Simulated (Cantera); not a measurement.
**Stirred combustor or abatement burner**

A perfectly stirred reactor is fed with 2.32 % CH₄, 8.14 % O₂, 89.5 % N₂, at 500000 Pa; it is adiabatic with a 775 K inlet, and is followed from long to short residence time, starting on the burning branch (τ in s: 0.14, 0.053, 0.02, 0.0078, 0.003, 0.0011, 0.00044, 0.00017, 6.5e-05, 2.5e-05, 9.5e-06, 3.6e-06).

Computed with Cantera and GRI-Mech 3.0 (53 species, 325 reactions).

```tsv
τ (s)	T (K)	x CH₄	x O₂	x HCO	x H₂O	x H₂	x C₂H₆	x NO₂
0.14	1314	9.39e-5	0.0356	3.42e-9	0.0461	2.97e-5	5.91e-7	4.65e-8
0.053	1302	0.000216	0.0364	9.60e-9	0.0458	7.90e-5	1.65e-6	2.95e-8
0.020	1260	0.000755	0.0393	2.75e-8	0.0443	0.000300	8.03e-6	7.34e-9
0.0078	775	0.0232	0.0814	<1e-12	2.58e-12	<1e-12	<1e-12	<1e-12
0.0030	775	0.0232	0.0814	<1e-12	<1e-12	<1e-12	<1e-12	<1e-12
0.0011	775	0.0232	0.0814	<1e-12	<1e-12	<1e-12	<1e-12	<1e-12
0.00044	775	0.0232	0.0814	<1e-12	<1e-12	<1e-12	<1e-12	<1e-12
0.00017	775	0.0232	0.0814	<1e-12	<1e-12	<1e-12	<1e-12	<1e-12
6.5e-5	775	0.0232	0.0814	<1e-12	<1e-12	<1e-12	<1e-12	<1e-12
2.5e-5	775	0.0232	0.0814	<1e-12	<1e-12	<1e-12	<1e-12	<1e-12
9.5e-6	775	0.0232	0.0814	<1e-12	<1e-12	<1e-12	<1e-12	<1e-12
3.6e-6	775	0.0232	0.0814	<1e-12	<1e-12	<1e-12	<1e-12	<1e-12
```
x: mole fraction; the columns are a selection and need not sum to one.
